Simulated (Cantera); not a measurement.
Input: 1 mol SrCl2, 0.44 mol HCl, 370 mol H2, equilibrated at 3.00 mbar.

These are equilibrium values from Cantera (NASA tables, ideal gas, pure condensed phases), not measurements of a reactor. Candidate condensed phases: Sr, SrCl2; 8 gas species. Rates play no part.

log p: log10 of the partial pressure in bar; n: condensed amount in mol.

```json
[
 {"T (°C)": "525", "log p H2": "-2.52", "log p H": "-12.84", "log p HCl": "-5.45", "log p SrCl2": "-13.18", "log p Sr": "<-14", "log p SrCl": "<-14", "log p Cl": "<-14", "n SrCl2(s)": "1.00", "n SrCl2(l)": "0"},
 {"T (°C)": "675", "log p H2": "-2.52", "log p H": "-10.54", "log p HCl": "-5.45", "log p SrCl2": "-9.65", "log p Sr": "<-14", "log p SrCl": "<-14", "log p Cl": "(withheld)", "n SrCl2(s)": "1.000", "n SrCl2(l)": "0"},
 {"T (°C)": "825", "log p H2": "-2.52", "log p H": "-8.87", "log p HCl": "-5.45", "log p SrCl2": "-7.17", "log p Sr": "<-14", "log p SrCl": "-12.36", "log p Cl": "(withheld)", "n SrCl2(s)": "0.992", "n SrCl2(l)": "0"},
 {"T (°C)": "975", "log p H2": "-2.52", "log p H": "-7.59", "log p HCl": "-5.45", "log p SrCl2": "-5.41", "log p Sr": "-11.43", "log p SrCl": "-9.16", "log p Cl": "(withheld)", "n SrCl2(s)": "0", "n SrCl2(l)": "0.518"},
 {"T (°C)": "1125", "log p H2": "-2.52", "log p H": "-6.59", "log p HCl": "-5.45", "log p SrCl2": "-5.09", "log p Sr": "-9.11", "log p SrCl": "-7.71", "log p Cl": "(withheld)", "n SrCl2(s)": "0", "n SrCl2(l)": "0"},
 {"T (°C)": "1275", "log p H2": "-2.52", "log p H": "-5.77", "log p HCl": "-5.43", "log p SrCl2": "-5.10", "log p Sr": "-7.54", "log p SrCl": "-6.82", "log p Cl": "(withheld)", "n SrCl2(s)": "0", "n SrCl2(l)": "0"},
 {"T (°C)": "1425", "log p H2": "-2.53", "log p H": "-5.10", "log p HCl": "-5.32", "log p SrCl2": "-5.15", "log p Sr": "-6.47", "log p SrCl": "-6.22", "log p Cl": "(withheld)", "n SrCl2(s)": "0", "n SrCl2(l)": "0"},
 {"T (°C)": "1575", "log p H2": "-2.53", "log p H": "-4.54", "log p HCl": "-5.13", "log p SrCl2": "-5.27", "log p Sr": "-5.86", "log p SrCl": "-5.91", "log p Cl": "(withheld)", "n SrCl2(s)": "0", "n SrCl2(l)": "0"},
 {"T (°C)": "1725", "log p H2": "-2.54", "log p H": "-4.06", "log p HCl": "-4.95", "log p SrCl2": "-5.50", "log p Sr": "-5.50", "log p SrCl": "-5.79", "log p Cl": "(withheld)", "n SrCl2(s)": "0", "n SrCl2(l)": "0"}
]
```

### Question
Complete the blanks.

### Answer

- 675, log p Cl: -13.49
- 825, log p Cl: -11.84
- 975, log p Cl: -10.59
- 1125, log p Cl: -9.59
- 1275, log p Cl: -8.77
- 1425, log p Cl: -8.00
- 1575, log p Cl: -7.26
- 1725, log p Cl: -6.61
